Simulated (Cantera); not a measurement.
A closed system holds: 1 mol H₂S, 0.073 mol SO₂, 3.1 mol O₂, equilibrated at 1173.15 K and 7.50 Torr.

Method: chemical equilibrium by Gibbs-energy minimisation in Cantera with the NASA 1993 tables (ideal gas, pure condensed phases). Candidate condensed phases: H₂O, H₂SO₄, S; 19 gas species. Rates play no part.

Base state: O₂ 0.434, SO₂ 0.287, H₂O 0.273, SO₃ 0.00607, OH 1.29e-5 (mole fractions); condensed: gas only.

Question: What changes in the equilibrium state with this change: O₂ from 3.1 to 0.49 mol?

Answer: 
| species | before | after |
|---|---|---|
| H₂O | 0.273 | 0.541 |
| S₂ | <1e-9 | 0.268 |
| SO₂ | 0.287 | 0.0890 |
| O₂ | 0.434 | <1e-9 |
| H₂S | <1e-9 | 0.0583 |
| H₂ | 2.98e-8 | 0.0411 |
| SO₃ | 0.00607 | 2.70e-9 |
| S₂O | <1e-9 | 0.00191 |
Gases not in the tables: S₃ to S₇.

Question: What changes in the equilibrium state with this change: pressure from 7.50 Torr to 13.5 Torr?

Answer: 
| species | before | after |
|---|---|---|
| O₂ | 0.434 | 0.433 |
| SO₂ | 0.287 | 0.285 |
| H₂O | 0.273 | 0.273 |
| SO₃ | 0.00607 | 0.00809 |
| OH | 1.29e-5 | 1.11e-5 |

Question: What changes in the equilibrium state with this change: O₂ from 3.1 to 0.13 mol?

Answer: 
```
species   before     after
-------  -------  --------
H₂O        0.273     0.295
S₂         <1e-9     0.264
H₂S        <1e-9     0.257
O₂         0.434     <1e-9
SO₂        0.287   0.00134
H₂       2.98e-8     0.182
SO₃      0.00607     <1e-9
SH         <1e-9  0.000675
S₂O        <1e-9  0.000232
SO       1.79e-9   4.73e-5
OH       1.29e-5   5.64e-9
```
Gases not in the tables: S₃ to S₇.
